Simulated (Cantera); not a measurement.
Charge: 1 mol B2O3, a varied amount of F2, 1.5 mol O2, at 0.880 bar.

Equilibrium computed with Cantera from the NASA thermochemical tables; the gas is ideal and each condensed phase is pure. Candidate condensed phases: B, B2O3; 21 gas species. The tables' values for BF2 are old estimates. Kinetics and transport are ignored.

Stable condensed phases, one row left out:

```
T in °C \ n(F2) in mol
         1.6 1.8 2.1 2.4 2.8 3.2 3.7 4.2 4.8 5.6 6.4 7.4 8.5
   1602    A   A   A   A   A   A   A   A   A   A   A   A   A
   1552    A   A   A   A   A   A   A   A   A   A   A   A   A
   1502    A   A   A   A   A   A   A   A   A   A   A   A   A
   1452    A   A   A   A   A   A   A   A   A   A   A   A   A
   1402    B   A   A   A   A   A   A   A   A   A   A   A   A
   1302    B   B   A   A   A   A   A   A   A   A   A   A   A
   1252    B   B   B   A   A   A   A   A   A   A   A   A   A
   1202    B   B   B   A   A   A   A   A   A   A   A   A   A
   1152    B   B   B   A   A   A   A   A   A   A   A   A   A
```

A: gas only; B: B2O3.

Question: Give the row for 1352 °C.

Answer: 1.6: B2O3; 1.8: B2O3; 2.1: gas only; 2.4: gas only; 2.8: gas only; 3.2: gas only; 3.7: gas only; 4.2: gas only; 4.8: gas only; 5.6: gas only; 6.4: gas only; 7.4: gas only; 8.5: gas only.
